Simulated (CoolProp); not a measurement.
Vinyl chloride along the isotherm 430 K: Z from the reference equation and from simpler models built on Tc = 425.0 K, pc = 5600 kPa, ω = 0.160; each cubic takes its own stable root.

The numbers come from the reference Helmholtz-energy equation of state, Thol 2022 in CoolProp.

| p (kPa) | phase | reference |
|---|---|---|
| 177 | gas | 0.9901 |
| 336 | gas | 0.9810 |
| 636 | gas | 0.9636 |
| 1210 | gas | 0.9286 |
| 2290 | gas | 0.8559 |
| 4340 | gas | 0.6751 |
| 8220 | supercritical | 0.2506 |
| 15600 | supercritical | 0.4046 |
| 29500 | supercritical | 0.6892 |
| 56000 | supercritical | 1.193 |

### Question
How far does each simpler model (Redlich-Kwong, Peng-Robinson) lie from the reference over these 10 states: mean and median of the absolute difference, and the worst?

### Answer
- Redlich-Kwong: mean 4.1 %, median 0.4 %, worst +17.5 % at 430 K and 8220 kPa
- Peng-Robinson: mean 2.5 %, median 1.7 %, worst +7.1 % at 430 K and 8220 kPa
